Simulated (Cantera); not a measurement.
Cantera run:

```python
import numpy as np
import cantera as ct

gas_names = """
    Fe FeO Fe(OH)2 H HO2 H2 H2O H2O2 H2S H2SO4 O OH O2 O3 S SH SO SO2 SO3 S2 S2O S8
""".split()
cond_names = """
    Fe(a) Fe(c) Fe(d) Fe(L) FeO(s) FeO(L) Fe(OH)2(s) Fe(OH)3(s) FeS(a) FeS(b) FeS(c) FeS(L) FeSO4(s)
    FeS2(s) Fe2O3(s) Fe2S3O12(s) Fe3O4(s) H2O(s) H2O(L) H2SO4(L) S(cr1) S(cr2) S(L)
""".split()


# ... load() reads the species with a 1 bar reference pressure and builds the phases ...
atoms = {
    'Fe2O3': {'Fe': 2, 'O': 3},
    'SO3': {'S': 1, 'O': 3},
    'H2O': {'H': 2, 'O': 1},
}
top_T = {'FeSO4(s)': 950, 'FeS2(s)': 1010, 'Fe2O3(s)': 1830, 'Fe2S3O12(s)': 1100, 'Fe3O4(s)': 1870}  # K; cautious upper limits of use, not melting points


# ... equilibrate(T, P, feed) seeds the gas with the atoms and calls Mixture.equilibrate('TP', solver="vcs", rtol=1e-11, max_steps=5000) ...
results = []
T = 1775  # K
P = 520000  # Pa
for m in [0.54, 0.73, 0.99, 1.3, 1.8, 2.5, 3.3, 4.5, 6.1]:
    feed = {'Fe2O3': 1, 'SO3': 0.33, 'H2O': m}  # mol
    mix = equilibrate(T, P, feed)
    results.append((T, P, feed, dict(zip(mix.species_names, mix.species_moles))))

top = {s: max(r[3][s] / sum(r[3][g] for g in gas_names) for r in results) for s in gas_names}
cols = sorted((s for s in top if top[s] > 1e-06), key=lambda s: -top[s])[:8]
seen = [c for c in cond_names if any(r[3].get(c, 0) > 1e-12 for r in results)]
print("log10 of partial pressures in bar; condensed amounts in mol")
print(f"{'n(H2O)':>10s}" + "".join(f"{s[:9]:>10s}" for s in cols + seen))
for T, P, feed, n in results:
    ng = sum(n[g] for g in gas_names)
    print(f"{feed['H2O']:10.4g}" + "".join(f"{np.log10(max(n[s] / ng * P / 1e5, 1e-99)):10.3f}" for s in cols)
          + "".join(f"{n.get(c, 0):10.4g}" for c in seen))
```

It prints:

```
log10 of partial pressures in bar; condensed amounts in mol
    n(H2O)       H2O        O2       SO2       SO3        OH        H2   Fe(OH)2         O  Fe3O4(s)
      0.54     0.369     0.154     0.150    -1.713    -2.335    -4.080    -4.328    -3.942    0.6667
      0.73     0.436     0.091     0.086    -1.808    -2.318    -3.981    -4.250    -3.974    0.6667
      0.99     0.494     0.016     0.012    -1.920    -2.308    -3.886    -4.180    -4.011    0.6667
       1.3     0.537    -0.059    -0.062    -2.031    -2.304    -3.805    -4.124    -4.048    0.6667
       1.8     0.580    -0.157    -0.161    -2.179    -2.308    -3.713    -4.065    -4.098    0.6667
       2.5     0.614    -0.266    -0.269    -2.342    -2.318    -3.625    -4.013    -4.152    0.6666
       3.3     0.636    -0.364    -0.367    -2.488    -2.331    -3.553    -3.974    -4.201    0.6666
       4.5     0.656    -0.479    -0.481    -2.660    -2.350    -3.476    -3.935    -4.258    0.6666
       6.1     0.671    -0.596    -0.598    -2.836    -2.372    -3.402    -3.900    -4.317    0.6666
```

Cantera equilibrium calculation (NASA polynomials, part measured and part estimated; ideal gas, pure solids and liquids).
